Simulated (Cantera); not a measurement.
Feed: 1 mol SiCl4, 10 mol N2O, equilibrated at 1100 K and 7.80 Pa.

These are equilibrium values from Cantera (NASA tables, ideal gas, pure condensed phases), not measurements of a reactor. Candidate condensed phases: Si, SiO2, Si2N2O, Si3N4; 23 gas species. Kinetics and transport are ignored.

Base state: N2 0.608, O2 0.243, Cl2 0.0952, Cl 0.0529, NO 8.04e-5, ClO 1.12e-5 (mole fractions); condensed: SiO2(β-quartz).

Q: What changes in the equilibrium state with this change: pressure from 7.80 Pa to 1.00 bar?

A: 
```json
[
 {"species": "N2", "before": "0.608", "after": "0.625"},
 {"species": "O2", "before": "0.243", "after": "0.250"},
 {"species": "Cl2", "before": "0.0952", "after": "0.125"},
 {"species": "Cl", "before": "0.0529", "after": "0.000535"},
 {"species": "ClO", "before": "1.12e-5", "after": "1.30e-5"},
 {"species": "NO", "before": "8.04e-5", "after": "8.26e-5"},
 {"species": "SiO2(β-quartz), mol", "before": "1.00", "after": "1.00"}
]
```
